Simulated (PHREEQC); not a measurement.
A PHREEQC speciation (ion-association model, phreeqc.dat) at 25 °C gives pH 5.45 and these molalities:

```csv
species,mol/kgw
Cl-,0.234
Fe+2,0.208
SO4-2,0.137
FeSO4,0.131
Zn+2,0.0547
ZnSO4,0.0374
Zn(SO4)2-2,0.0213
FeCl+,0.0108
K+,0.0106
ZnCl+,0.00593
KSO4-,0.00145
ZnCl2,0.000427
ZnCl3-,0.000142
ZnCl4-2,3.59e-5
ZnOHCl,9.71e-6
HSO4-,9.46e-6
FeOH+,5.85e-6
FeHSO4+,4.90e-6
H+,4.80e-6
ZnOH+,3.59e-6
```

Task: What are the element totals, and what could have been dissolved in 1 kg of water to give them?

Result: Several could match; the one computed here: totals Cl 0.252, Fe(2) 0.350, K 0.0120, S(6) 0.350, Zn 0.120 mol/kgw, from 0.12 mol/kgw ZnCl2, 0.012 mol/kgw KCl and 0.35 mol/kgw FeSO4.

Precipitation was switched off in this run. Ionic strength above about 0.7 mol/kgw puts this run outside the model's range.
